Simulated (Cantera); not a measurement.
A closed system holds: 1 mol MgCO3, 0.31 mol O2, 0.75 mol H2O, 0.19 mol SO2, held at 1575 °C and 0.100 bar.

Method: chemical equilibrium by Gibbs-energy minimisation in Cantera with the NASA 1993 tables (ideal gas, pure condensed phases). Rates play no part.

| species | before | after |
|---|---|---|
| CO2 | 0.443 | 0.445 |
| H2O | 0.331 | 0.333 |
| O2 | 0.138 | 0.137 |
| OH | 0.00267 | 0.000729 |
| SO2 | 0.0842 | 0.0833 |
| H | 2.58e-5 | 5.26e-7 |
| SO | 2.40e-5 | 1.78e-6 |
| O | 0.000222 | 1.66e-5 |
| CO | 0.00126 | 9.46e-5 |
| H2 | 0.000236 | 1.77e-5 |
| SO3 | 8.81e-5 | 0.00117 |
| MgO(s), mol | 1.000 | 1.000 |
Gas species are given as mole fractions.

What was changed between the two runs?
A) temperature from 1575 °C to 1525 °C
B) temperature from 1575 °C to 1450 °C
C) temperature from 1575 °C to 575 °C
D) pressure from 0.100 bar to 18.0 bar

D, pressure from 0.100 bar to 18.0 bar
